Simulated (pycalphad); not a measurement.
An equivalent pycalphad script:

```python
from pycalphad import Database, equilibrium, calculate, variables as v
import numpy as np
db = Database('COST507.tdb')
comps = ['AL', 'C', 'VA']
phases = ['AL4C3', 'FCC_A1', 'GRAPHITE', 'LIQUID']
eq = equilibrium(db, comps, phases, {v.X('C'): 0.475, v.T: np.arange(3050, 499, -100), v.P: 101325, v.N: 1}, output=['HM', 'SM'])
```

All values are pycalphad results on the COST 507 light-alloy database (1999) (1 atm), not direct measurements. No gas phase is included, though pure Al would boil below 3050 K. The database dates from 1999; later assessments differ in places, in temperatures and in the compounds included. Amounts are mole fractions of atoms. Kinetics are ignored, which matters at the lower temperatures.

Results at three of the temperatures:

```
T = 2550.00 K, P = 101325 Pa, N = 1 mol of atoms
G = -134145 J/mol, H = 91082 J/mol, S = 88.32 J/(mol K)  (SER reference)
chemical potentials (J/mol): Al -192038, C -70157
phase             fraction      x(Al)       x(C)
LIQUID              0.6968     0.7534     0.2466
GRAPHITE            0.3032       none     1.0000
```

```
T = 2350.00 K, P = 101325 Pa, N = 1 mol of atoms
G = -118895 J/mol, H = 22187 J/mol, S = 60.03 J/(mol K)  (SER reference)
chemical potentials (J/mol): Al -171298, C -60976
phase             fraction      x(Al)       x(C)
AL4C3               0.9188     0.5714     0.4286
GRAPHITE            0.0812       none     1.0000
```

```
T = 2250.00 K, P = 101325 Pa, N = 1 mol of atoms
G = -112950 J/mol, H = 19464 J/mol, S = 58.85 J/(mol K)  (SER reference)
chemical potentials (J/mol): Al -163981, C -56548
phase             fraction      x(Al)       x(C)
AL4C3               0.9188     0.5714     0.4286
GRAPHITE            0.0812       none     1.0000
```

Changes of the phase set, refined by bisection:

| T (K) | phases above | phases below |
|---|---|---|
| 2429.0 | GRAPHITE + LIQUID | AL4C3 + GRAPHITE |

Database names, with the compositions (at.%) that they take in these runs: AL4C3: Al 57 C 43. An entry "none" or "no" means that the model of the phase leaves that element out.
